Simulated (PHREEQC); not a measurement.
# Buffer: speciation

A solution holds 0.12 mol/kgw KHCO3 and 8.5e-05 mol/kgw NaF, at 20 °C. Closed to the air; pH follows from the charge balance.

Equilibrium calculation in PHREEQC: ion-association model, wateq4f.dat.

Each row changes one thing in this solution. This is a speciation only: nothing precipitates in the calculation.

```json
[
 {"case": "as made", "pH": "8.15", "ionic strength (mol/kgw)": "0.122", "Na+ (mol/kgw)": "8.12e-5", "NaF (mol/kgw)": "2.23e-9", "HF (mol/kgw)": "5.94e-10"},
 {"case": "0.1 mol/kgw Na2CO3 added", "pH": "9.68", "ionic strength (mol/kgw)": "[?]", "Na+ (mol/kgw)": "0.158", "NaF (mol/kgw)": "3.29e-6", "HF (mol/kgw)": "1.46e-11"},
 {"case": "temperature from 20 to 65 °C", "pH": "7.97", "ionic strength (mol/kgw)": "0.122", "Na+ (mol/kgw)": "[?]", "NaF (mol/kgw)": "2.02e-9", "HF (mol/kgw)": "2.09e-9"},
 {"case": "KHCO3 left out", "pH": "7.11", "ionic strength (mol/kgw)": "8.51e-5", "Na+ (mol/kgw)": "8.50e-5", "NaF (mol/kgw)": "[?]", "HF (mol/kgw)": "9.01e-9"},
 {"case": "temperature from 20 to 85 °C", "pH": "[?]", "ionic strength (mol/kgw)": "0.122", "Na+ (mol/kgw)": "7.21e-5", "NaF (mol/kgw)": "1.84e-9", "HF (mol/kgw)": "3.04e-9"}
]
```

### Question
Fill in the missing entries.

### Answer

- 0.1 mol/kgw Na2CO3 added, ionic strength (mol/kgw): 0.340
- temperature from 20 to 65 °C, Na+ (mol/kgw): 7.70e-5
- KHCO3 left out, NaF (mol/kgw): 4.07e-9
- temperature from 20 to 85 °C, pH: 7.99

Complexes and solids missing from the database can't appear. Constants without temperature data keep their 25 °C values here.
